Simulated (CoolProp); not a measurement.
A Linde-Hampson liquefier for nitrogen: isothermal reversible compression at 280 K from 1 atm to 5 MPa, throttling to 1 atm, return gas leaving the recuperator 2 K below the feed. Each further row changes one setting.

Values from CoolProp's reference Helmholtz-energy equation of state, Span 2000.

| case | liquid yield per pass | compression work (kJ/kg of gas) |
|---|---|---|
| as stated | [?] | 323 |
| high pressure 10 MPa | 0.050 | 380 |
| warm-end temperature 310 K | [?] | [?] |
| warm-end gap 7 K | [?] | 323 |

What belongs in the gaps?


- as stated, liquid yield per pass: 0.024
- warm-end temperature 310 K, liquid yield per pass: 0.017
- warm-end temperature 310 K, compression work (kJ/kg of gas): 358
- warm-end gap 7 K, liquid yield per pass: 0.012
